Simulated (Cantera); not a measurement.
Input: 1 mol Al(CH3)3, 10 mol N2, 5.2 mol H2, equilibrated at 675 K and 1.33 mbar.

These are equilibrium values from Cantera (NASA tables, ideal gas, pure condensed phases), not measurements of a reactor. Candidate condensed phases: Al, AlN, C, C6H6, C7H8, C8H18; 97 gas species. The feed counts by its element totals alone. Equilibrium is a limit: real reactors are often held back by kinetics, nucleation or transport.

Base state: H2 0.498, N2 0.497, CH4 0.00483 (mole fractions); condensed: AlN(s) + C(graphite).

Q: What changes in the equilibrium state with this change: temperature from 675 K to 2273 K?

A: 
```csv
species,before,after
N2,0.497,0.442
H2,0.498,0.358
H,<1e-9,0.138
Al,<1e-9,0.0448
HCN,1.12e-9,0.0151
C2H2 (acetylene),<1e-9,0.00135
HNC,<1e-9,0.00132
"AlN(s), mol",1.00,0
"C(graphite), mol",2.91,2.57
```
